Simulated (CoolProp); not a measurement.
Vapour pressure (MPa) of nitrous oxide: the reference equation beside estimates from Tc = 309.5 K, pc = 7.245 MPa, ω = 0.161.

The numbers come from the reference Helmholtz-energy equation of state, Lemmon 2006 in CoolProp. It is a short technical equation, of lower accuracy than the large ones.

```
T (K)  reference  van der Waals  Peng-Robinson
-----  ---------  -------------  -------------
233.4     0.9471          2.101         0.9436
239.1        [?]          2.358          1.148
244.8        [?]            [?]          1.384
250.5      1.659          2.930          1.654
256.2        [?]          3.245          1.962
261.9      2.312          3.582          2.309
267.6      2.700          3.939          2.700
273.3      3.134          4.318          3.138
278.9      3.608          4.711          3.617
284.6      4.142          5.133          4.158
290.3      4.734          5.578            [?]
296        5.388          6.045          5.415
301.7      6.111          6.535          6.139
```

Some entries are withheld; supply them.


- 239.1, reference: 1.153
- 244.8, reference: 1.389
- 244.8, van der Waals: 2.634
- 256.2, reference: 1.966
- 290.3, Peng-Robinson: 4.756

Absolute difference from the reference over all 13 rows, mean and median: van der Waals 52.9 and 45.9 %, Peng-Robinson 0.3 and 0.4 %.
